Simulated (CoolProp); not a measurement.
Vapour-liquid equilibrium of propane (1) + cyclopropane (2) at 1930 kPa; x and y are mole fractions of (1).

Model: multi-fluid Helmholtz-energy mixture model, Lemmon 2009 and Polt 1992; pair parameters Bell 2016, in CoolProp. This equation is an older, rougher fit; its heat capacities, sound speeds and derivatives of the liquid may be far off and weren't checked against measurements.

Q: Give the bubble temperature and the first vapour's composition at x = 0.275, 0.5, 0.8. Is there an azeotrope?

A: x = 0.275: 334.3 K, y = 0.323; x = 0.5: 331.4 K, y = 0.542; x = 0.8: 329.1 K, y = 0.810. No azeotrope shows between x = 0.05 and 0.95.

The pair parameters rest on a limited set of measurements; away from them the model extrapolates.
